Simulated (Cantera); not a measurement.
Cantera run:

```python
import numpy as np
import cantera as ct

gas_names = """
    HBO2 H2O2 B2O2 B2O3 O2
""".split()
cond_names = """

""".split()


# ... load() reads the species with a 1 bar reference pressure and builds the phases ...
species = {s.name: s for s in load("nasa_gas.yaml", gas_names) + load("nasa_condensed.yaml", cond_names)}
# Each term lists the table entries of one substance; the one whose range holds T is used.
reactions = {
    '2 HBO2(g) = H2O2(g) + B2O2(g)':
        [(-2, ['HBO2']), (1, ['H2O2']), (1, ['B2O2'])],
    '2 H2O2(g) + 2 B2O3(g) = 4 HBO2(g) + O2(g)':
        [(-2, ['H2O2']), (-2, ['B2O3']), (4, ['HBO2']), (1, ['O2'])],
}


def pick(names, T):
    return next(species[n] for n in names if species[n].thermo.min_temp <= T <= species[n].thermo.max_temp)


results = []
for label, terms in reactions.items():
    print(label)
    print("     T/K   dH/kJ  dS/(J/K)   dG/kJ   log10 K")
    for T in [1223, 1423, 1623, 1823, 2023, 2223, 2423, 2623, 2823]:
        used = [(nu, pick(names, T)) for nu, names in terms]
        dH = sum(nu * s.thermo.h(T) for nu, s in used) / 1e6
        dS = sum(nu * s.thermo.s(T) for nu, s in used) / 1e3
        dG = dH - T * dS / 1e3
        logK = -dG * 1e6 / (ct.gas_constant * T * np.log(10))
        results.append((label, T, dH, dS, dG, logK, [s.name for _, s in used]))
        print(f"{T:8g} {dH:8.1f} {dS:8.1f} {dG:8.1f} {logK:8.2f}")
```

It prints:

```
2 HBO2(g) = H2O2(g) + B2O2(g)
     T/K   dH/kJ  dS/(J/K)   dG/kJ   log10 K
    1223    538.0     13.2    521.9   -22.29
    1423    539.2     14.1    519.2   -19.06
    1623    540.3     14.8    516.3   -16.62
    1823    541.3     15.4    513.3   -14.71
    2023    542.2     15.9    510.2   -13.17
    2223    543.2     16.3    506.9   -11.91
    2423    544.1     16.7    503.7   -10.86
    2623    545.0     17.0    500.3    -9.96
    2823    545.9     17.4    496.8    -9.19
2 H2O2(g) + 2 B2O3(g) = 4 HBO2(g) + O2(g)
     T/K   dH/kJ  dS/(J/K)   dG/kJ   log10 K
    1223   -314.8    100.5   -437.7    18.69
    1423   -317.5     98.4   -457.5    16.80
    1623   -320.1     96.7   -477.1    15.35
    1823   -322.5     95.3   -496.2    14.22
    2023   -324.9     94.1   -515.2    13.30
    2223   -327.1     93.0   -533.9    12.54
    2423   -329.3     92.1   -552.4    11.91
    2623   -331.4     91.2   -570.7    11.37
    2823   -333.5     90.5   -588.9    10.90
```

Standard-state values (1 bar) from the NASA 1993 polynomials, evaluated with Cantera. Condensed species are held in their standard states even where they would react or evaporate.
